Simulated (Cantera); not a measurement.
Feed: 1 mol Pb, 8.3 mol H2O, 110 mol N2, at 1298 K and 8.30 bar.

Method: chemical equilibrium by Gibbs-energy minimisation in Cantera with the NASA 1993 tables (ideal gas, pure condensed phases). Candidate condensed phases: H2O, Pb, PbO, PbO2, Pb3O4; 27 gas species. Gases not in the tables: (PbO)n polymers. Rates play no part.

Base state: N2 0.930, H2O 0.0701, Pb 0.000308, H2 4.21e-5, PbO 4.20e-5 (mole fractions); condensed: Pb(l).

Task: What changes in the equilibrium state with this change: 0.41 mol CH4 added?

Result: 
```json
[
 {"species": "N2", "before": "0.930", "after": "0.920"},
 {"species": "H2O", "before": "0.0701", "after": "0.0635"},
 {"species": "H2", "before": "4.21e-5", "after": "0.0128"},
 {"species": "Pb", "before": "0.000308", "after": "0.000308"},
 {"species": "CO2", "before": "0", "after": "0.00253"},
 {"species": "CO", "before": "0", "after": "0.000897"},
 {"species": "Pb(l), mol", "before": "0.959", "after": "0.963"}
]
```
Further candidate phases: C, C6H6, C7H8, C8H18.
